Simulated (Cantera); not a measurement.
# NO annealing gas

An isothermal, constant-pressure homogeneous reactor starts with NO : N₂ = 1 : 0.33 (molar parts), at 1550 K and 42000 Pa.

Computed with Cantera and GRI-Mech 3.0 (53 species, 325 reactions).

```tsv
t (s)	x NO	x O	x O₂	x N₂O	x N₂	x NO₂
3.00e-6	0.752	1.17e-8	<1e-12	1.22e-8	0.248	4.82e-10
1.00e-5	0.752	3.59e-8	5.51e-12	4.09e-8	0.248	5.07e-9
3.36e-5	0.752	9.03e-8	5.14e-11	1.37e-7	0.248	4.68e-8
0.000113	0.752	1.45e-7	3.68e-10	4.59e-7	0.248	3.15e-7
0.000377	0.752	1.56e-7	2.03e-9	1.53e-6	0.248	1.39e-6
0.00126	0.752	1.67e-7	1.26e-8	5.08e-6	0.248	5.04e-6
0.00423	0.752	2.06e-7	1.17e-7	1.65e-5	0.248	1.76e-5
0.0142	0.752	3.33e-7	1.73e-6	4.99e-5	0.248	6.20e-5
0.0475	0.751	6.65e-7	3.50e-5	0.000122	0.248	0.000195
0.159	0.750	9.46e-7	0.000396	0.000185	0.249	0.000319
0.532	0.747	1.07e-6	0.00189	0.000190	0.250	0.000370
1.78	0.737	1.39e-6	0.00683	0.000185	0.255	0.000489
5.97	0.705	2.07e-6	0.0226	0.000168	0.271	0.000731
20.0	0.616	3.30e-6	0.0670	0.000127	0.316	0.00105
```
x: mole fraction; the columns are a selection and need not sum to one.

Equilibrium at this temperature and pressure: NO 0.00185, O 7.44e-6, O₂ 0.375, N₂O 6.45e-8, N₂ 0.623, NO₂ 7.39e-6 (gas phase only).
